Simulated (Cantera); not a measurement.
Charge: 1 mol MgO, 1.7 mol HBr, 0.99 mol O2, at 23.0 Pa.

These are equilibrium values from Cantera (NASA tables, ideal gas, pure condensed phases), not measurements of a reactor. Candidate condensed phases: Br2, H2O, Mg, MgBr2, MgO, Mg(OH)2; 20 gas species. Equilibrium is a limit: real reactors are often held back by kinetics, nucleation or transport. All values below are at 1273 K.

Base state: Br 0.485, H2O 0.253, O2 0.199, HBr 0.0527, Br2 0.0103, OH 9.71e-5, MgBr2 7.32e-5 (mole fractions); condensed: MgO(s).

Task: What changes in the equilibrium state with this change: pressure from 23.0 Pa to 0.290 bar?

Result: 
| species | before | after |
|---|---|---|
| H2O | 0.253 | 0.331 |
| Br2 | 0.0103 | 0.295 |
| O2 | 0.199 | 0.250 |
| Br | 0.485 | 0.0731 |
| HBr | 0.0527 | 0.0511 |
| MgBr2 | 7.32e-5 | 5.26e-5 |
| OH | 9.71e-5 | 1.98e-5 |
| MgO(s), mol | 1.000 | 1.000 |
